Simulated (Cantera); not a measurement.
An adiabatic, constant-pressure homogeneous reactor starts with CH4 : H2 : O2 : N2 = 1 : 0.26 : 6.09 : 41.4 (molar parts), at 1673 K and 5.90 bar.

Model: GRI-Mech 3.0 (53 species, 325 reactions), integrated in Cantera.

**Question.** Predict: time of steepest temperature rise; temperature at 1.00 s; equilibrium temperature; x(H2) at 1.00 s; x(O2) at 1.00 s; x(N2O) at 1.00 s.

**Answer.** 
| Property | Result |
|---|---|
| time of steepest temperature rise | 41.4 µs |
| temperature at 1.00 s | 2131 K |
| equilibrium temperature | 2131 K |
| x(H2) at 1.00 s | 4.99e-5 (gas-phase equilibrium 4.99e-5) |
| x(O2) at 1.00 s | 0.0777 (gas-phase equilibrium 0.0777) |
| x(N2O) at 1.00 s | 9.56e-7 (gas-phase equilibrium 9.56e-7) |
